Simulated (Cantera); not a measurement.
A closed system holds: 1 mol Al₂O₃, 0.18 mol Cl₂, 0.028 mol O₂, at 590000 Pa.

These are equilibrium values from Cantera (NASA tables, ideal gas, pure condensed phases), not measurements of a reactor. Candidate condensed phases: Al, AlCl₃, Al₂O₃; 17 gas species. Condensed phases not in the tables: AlOCl. Kinetics and transport are ignored.

x: gas mole fraction; n: condensed amount in mol.

```csv
T (°C),x Cl₂,x O₂,x Cl,x AlCl₃,n Al₂O₃(s)
500,0.865,0.135,1.87e-6,…,1.00
600,0.865,0.135,1.70e-5,…,1.00
700,0.865,0.135,9.83e-5,…,1.00
800,0.865,0.135,0.000412,…,1.00
900,0.864,0.135,0.00136,…,1.00
1000,0.862,0.134,0.00371,…,1.000
1100,0.857,0.134,0.00876,…,1.000
1200,0.847,0.134,0.0184,…,1.000
1300,0.829,0.133,0.0350,…,1.000
1400,0.797,0.134,0.0611,…,0.999
```

### Question
Some entries are withheld; supply them.

### Answer

- 500, x AlCl₃: 7.28e-12
- 600, x AlCl₃: 6.31e-10
- 700, x AlCl₃: 2.15e-8
- 800, x AlCl₃: 3.76e-7
- 900, x AlCl₃: 3.99e-6
- 1000, x AlCl₃: 2.88e-5
- 1100, x AlCl₃: 0.000155
- 1200, x AlCl₃: 0.000648
- 1300, x AlCl₃: 0.00221
- 1400, x AlCl₃: 0.00624
